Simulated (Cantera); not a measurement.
A freely propagating, adiabatic, planar premixed flame of 31.6 % H2, 14.4 % O2, 54.0 % N2, equivalence ratio 1.1, unburnt at 675 K and 36000 Pa; mixture-averaged transport, grid criteria slope 0.08 and curve 0.16, no radiation.

Model: the H2/O2 subset of GRI-Mech 3.0, which has no nitrogen chemistry, integrated in Cantera. Burning velocities carry a grid error of a few per cent, more on coarse grids.

x: mole fraction of selected species; z is measured from the peak of heat release.

```json
[
 {"z (mm)": "-5.65", "T (K)": "675", "u (m/s)": "8.92", "x H2": "0.316", "x O2": "0.144", "x H2O2": "<1e-8", "x O": "<1e-8", "x OH": "<1e-8", "x H": "<1e-8"},
 {"z (mm)": "-3.77", "T (K)": "675", "u (m/s)": "8.92", "x H2": "0.316", "x O2": "0.144", "x H2O2": "<1e-8", "x O": "<1e-8", "x OH": "<1e-8", "x H": "<1e-8"},
 {"z (mm)": "-2.83", "T (K)": "675", "u (m/s)": "8.92", "x H2": "0.316", "x O2": "0.144", "x H2O2": "<1e-8", "x O": "<1e-8", "x OH": "<1e-8", "x H": "<1e-8"},
 {"z (mm)": "-1.88", "T (K)": "675", "u (m/s)": "8.92", "x H2": "0.316", "x O2": "0.144", "x H2O2": "<1e-8", "x O": "<1e-8", "x OH": "<1e-8", "x H": "1.92e-7"},
 {"z (mm)": "-0.942", "T (K)": "681", "u (m/s)": "8.99", "x H2": "0.315", "x O2": "0.144", "x H2O2": "4.86e-7", "x O": "7.54e-6", "x OH": "2.21e-5", "x H": "0.000265"},
 {"z (mm)": "-0.471", "T (K)": "(withheld)", "u (m/s)": "10.3", "x H2": "0.294", "x O2": "0.140", "x H2O2": "1.55e-6", "x O": "0.000308", "x OH": "0.000397", "x H": "0.00757"},
 {"z (mm)": "0", "T (K)": "(withheld)", "u (m/s)": "15.0", "x H2": "0.165", "x O2": "0.0946", "x H2O2": "1.79e-6", "x O": "0.00751", "x OH": "0.00390", "x H": "0.0613"},
 {"z (mm)": "0.471", "T (K)": "(withheld)", "u (m/s)": "18.5", "x H2": "0.0669", "x O2": "0.0352", "x H2O2": "1.54e-6", "x O": "0.0149", "x OH": "0.0102", "x H": "0.0904"},
 {"z (mm)": "0.942", "T (K)": "(withheld)", "u (m/s)": "20.0", "x H2": "0.0598", "x O2": "0.0267", "x H2O2": "1.01e-6", "x O": "0.0151", "x OH": "0.0131", "x H": "0.0824"},
 {"z (mm)": "1.88", "T (K)": "(withheld)", "u (m/s)": "21.7", "x H2": "0.0616", "x O2": "0.0233", "x H2O2": "5.56e-7", "x O": "0.0137", "x OH": "0.0159", "x H": "0.0680"},
 {"z (mm)": "3.77", "T (K)": "1933", "u (m/s)": "23.4", "x H2": "0.0623", "x O2": "0.0199", "x H2O2": "2.92e-7", "x O": "0.0116", "x OH": "0.0183", "x H": "0.0529"},
 {"z (mm)": "7.54", "T (K)": "2099", "u (m/s)": "25.1", "x H2": "0.0608", "x O2": "0.0163", "x H2O2": "1.66e-7", "x O": "0.00897", "x OH": "0.0196", "x H": "0.0390"},
 {"z (mm)": "15.1", "T (K)": "2258", "u (m/s)": "26.6", "x H2": "0.0573", "x O2": "0.0126", "x H2O2": "1.11e-7", "x O": "0.00631", "x OH": "0.0194", "x H": "0.0270"}
]
```

**Question.** Complete the blanks.

**Answer.** 
- -0.471, T (K): 789
- 0, T (K): 1186
- 0.471, T (K): 1486
- 0.942, T (K): 1619
- 1.88, T (K): 1769
